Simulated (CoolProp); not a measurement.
Vapour-liquid equilibrium of ethane (1) + hydrogen chloride (2) at 0.07 MPa; x and y are mole fractions of (1).

Computed with CoolProp (multi-fluid Helmholtz-energy mixture model, Bücker 2006 and Thol 2018; pair parameters Bell 2016).

| x | bubble temperature, mixture model (°C) | bubble temperature, Raoult's law (°C) | y, mixture model | y, Raoult's law |
|---|---|---|---|---|
| 0.05 | -95.6 | -91.5 | 0.270 | 0.062 |
| 0.15 | -99.2 | -91.9 | 0.459 | 0.181 |
| 0.25 | -100.3 | -92.3 | 0.514 | 0.295 |
| 0.35 | -100.5 | -92.7 | 0.533 | 0.404 |
| 0.45 | -100.6 | -93.1 | 0.541 | 0.508 |
| 0.55 | -100.7 | -93.5 | 0.551 | 0.607 |
| 0.65 | -100.6 | -93.8 | 0.571 | 0.702 |
| 0.75 | -100.3 | -94.2 | 0.609 | 0.792 |
| 0.85 | -99.4 | -94.6 | 0.685 | 0.878 |
| 0.95 | -97.2 | -95.0 | 0.848 | 0.960 |

The largest gap from Raoult's law is -8.0 K in bubble temperature, at x = 0.25. y crosses x between x = 0.55 and 0.65: the model has an azeotrope there.

Pair parameters are fitted to limited data, so mixtures are less certain than the pure fluids.
